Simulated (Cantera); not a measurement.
# SiF4 + N2O + H2 (silicon oxide and oxynitride deposition)

A closed system holds: 1 mol SiF4, 22 mol N2O, 4.4 mol H2, held at 2123.15 K and 750 Torr.

Method: chemical equilibrium by Gibbs-energy minimisation in Cantera with the NASA 1993 tables (ideal gas, pure condensed phases). Candidate condensed phases: H2O, Si, SiO2, Si2N2O, Si3N4; 58 gas species. The tables hold silica as quartz up to 1696 K and as liquid above; real silica turns to tridymite and cristobalite and melts near 1996 K. Gases not in the tables: Si(OH)4. Rates play no part.

```json
{
 "x(N2)": "0.586",
 "x(O2)": "0.230",
 "x(HF)": "0.107",
 "x(H2O)": "0.0631",
 "x(NO)": "0.00952",
 "x(OH)": "0.00294",
 "x(O)": "0.000783",
 "x(SiF4)": "0.000123",
 "x(H2)": "9.12e-5",
 "n(SiO2(l))": "0.995 mol",
 "gas_amount": "37.24 mol",
 "log10 activity of Si(l) (absent)": "-12.33"
}
```
